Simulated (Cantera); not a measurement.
Input (Python, Cantera) and output of one run.

```python
import numpy as np
import cantera as ct

gas_names = """
    CL CL2 H HCL H2 Si SiCL SiCL2 SiCL3 SiCL4 SiH SiHCL3 SiH2 SiH2CL2 SiH3 SiH3CL SiH4 Si2 Si3
""".split()
cond_names = """
    Si(cr) Si(L)
""".split()


# ... load() reads the species with a 1 bar reference pressure and builds the phases ...
atoms = {
    'SiCl4': {'Si': 1, 'CL': 4},
    'Cl2': {'CL': 2},
    'H2': {'H': 2},
}
top_T = {}  # K; cautious upper limits of use, not melting points


# ... equilibrate(T, P, feed) seeds the gas with the atoms and calls Mixture.equilibrate('TP', solver="vcs", rtol=1e-11, max_steps=5000) ...
results = []
feed = {'SiCl4': 1, 'Cl2': 0.88, 'H2': 8.3}  # mol
T = 1125  # K
P = 18000  # Pa
mix = equilibrate(T, P, feed)
results.append((T, P, feed, dict(zip(mix.species_names, mix.species_moles))))
print(gas.report(threshold=1e-06))
for i in range(1, mix.n_phases):
    print(f"{mix.phase(i).name:16s} {mix.phase_moles(i):12.5e} mol")
```

It prints:

```
       temperature   1125 K
          pressure   18000 Pa
           density   0.047031 kg/m^3
  mean mol. weight   24.44 kg/kmol
   phase of matter   gas

                          1 kg             1 kmol
                     ---------------   ---------------
          enthalpy       -2.0378e+06       -4.9804e+07  J
   internal energy       -2.4205e+06       -5.9158e+07  J
           entropy              9400        2.2974e+05  J/K
    Gibbs function       -1.2613e+07       -3.0826e+08  J
 heat capacity c_p            1570.3             38379  J/K
 heat capacity c_v            1230.1             30064  J/K

                      mass frac. Y      mole frac. X     chem. pot. / RT
                     ---------------   ---------------   ---------------
               HCL            0.2697            0.1808           -37.878
                H2          0.059478           0.72105           -19.848
             SiCL2        0.00087274        0.00021549           -65.922
             SiCL3         0.0069194         0.0012579           -93.876
             SiCL4           0.62812          0.090362           -121.83
            SiHCL3          0.034691         0.0062598            -103.8
           SiH2CL2         0.0002199        5.3212e-05            -85.77
     [  +12 minor]        3.6195e-07        2.2981e-07

Si(cr)            0.00000e+00 mol
```

Cantera equilibrium calculation (NASA polynomials, part measured and part estimated; ideal gas, pure solids and liquids). The tables' values for SiCl3 are old estimates; treat these amounts as uncertain.
